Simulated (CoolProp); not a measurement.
Vapour-liquid equilibrium of propane (1) + dimethyl ether (2) at 0.043 MPa; x and y are mole fractions of (1).

Computed with CoolProp (multi-fluid Helmholtz-energy mixture model, Lemmon 2009 and Wu 2011; pair parameters Bell 2016).

Give the bubble temperature and the first vapour's composition at x = 0.35, 0.425, 0.8. Is there an azeotrope?

x = 0.35: 217.9 K, y = 0.634; x = 0.425: 216.9 K, y = 0.679; x = 0.8: 214.0 K, y = 0.858. No azeotrope shows between x = 0.05 and 0.95.

The pair parameters rest on a limited set of measurements; away from them the model extrapolates.
